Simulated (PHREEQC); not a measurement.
Solution (25 °C): 0.093 mol/kgw HF, 0.0072 mol/kgw CsF and 0.019 mol/kgw HCl. Closed to the air; pH follows from the charge balance.

Model: ion-association model, wateq4f.dat, run in PHREEQC.

```json
[
 {"quantity": "ionic strength (mol/kgw)", "before": "0.0237", "after": "0.0404"},
 {"quantity": "HF (mol/kgw)", "before": "0.0693", "after": "0.330"},
 {"quantity": "F- (mol/kgw)", "before": "0.00372", "after": "0.00940"},
 {"quantity": "HF2- (mol/kgw)", "before": "0.000994", "after": "0.0120"}
]
```

Q: Name the change that produced these shifts.
A) temperature from 25 to 35 °C
B) CsF replaced by Na2SiF6 at the same molality
C) HF left out
D) HF from 0.093 to 0.93 mol/kgw
E) diluted 5-fold with water

A: D, HF from 0.093 to 0.93 mol/kgw

No solid was allowed to form. wateq4f.dat counts part of the HF as a dimer, H2F2, which phreeqc.dat doesn't know; its constant is uncertain.
